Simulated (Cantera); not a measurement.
An isothermal, constant-pressure homogeneous reactor starts with 0.385 % CH₃OH, 3.46 % O₂, 96.2 % N₂, equivalence ratio 0.17, at 1275 K and 1.00 atm.

Computed with Cantera and GRI-Mech 3.0 (53 species, 325 reactions). GRI-Mech 3.0 was tuned for natural gas; its chemistry of methanol as a main component is partial and can be far from experiment.

One state of this run: x CH₃OH = <1e-12; x O₂ = 0.0288; x H = 3.62e-7; x NO = 1.07e-7; x CH₂CO = <1e-12; x CH₂O = <1e-12; x HCO = <1e-12. x: mole fraction; the columns are a selection and need not sum to one.

Question: Which value of t (s) does it belong to?
A) 0.000410
B) 0.0134
C) 0.0321
D) 0.000981

Answer: C, 0.0321
